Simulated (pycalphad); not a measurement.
All values are pycalphad results on the COST 507 light-alloy database (1999) (1 atm), not direct measurements. The data set is of 1999 and partly superseded. Kinetics are ignored, which matters at the lower temperatures.

### Question
How does the equilibrium phase assembly of Hf-2.21C (at.%) change on cooling from 3300 K to 500 K?

### Answer
```csv
T (K),phases above,phases below
2506.1,liquid,hcp + liquid
2479.4,hcp + liquid,bcc + hcp
2300.1,bcc + hcp,hcp
779.0,hcp,fcc + hcp
```
Changes were sought between steps of 50 K, so a narrower field can be missed.

The fcc model also describes the rock-salt carbide or nitride (TiC, TiN, HfC).
